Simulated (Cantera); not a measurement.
Input: 1 mol HBr, 7.9 mol H₂O, 0.17 mol O₂, 5.4 mol H₂, equilibrated at 7.50 Torr.

Cantera equilibrium calculation (NASA polynomials, part measured and part estimated; ideal gas, pure solids and liquids). Candidate condensed phases: Br₂, H₂O; 12 gas species. Rates play no part. All values below are at 2500 K.

Base state: H₂O 0.432, H₂ 0.308, H 0.140, Br 0.0499, OH 0.0406, O 0.0121, HBr 0.0107, O₂ 0.00697 (mole fractions); condensed: gas only.

Q: What changes in the equilibrium state with this change: pressure from 7.50 Torr to 7500 Torr?

A: 
```
species   before    after
-------  -------  -------
H₂O        0.432    0.570
H₂         0.308    0.354
HBr       0.0107   0.0610
H          0.140  0.00473
O         0.0121  1.39e-5
OH        0.0406  0.00158
Br        0.0499  0.00841
O₂       0.00697  9.19e-6
Br₂      4.33e-7  1.23e-5
```
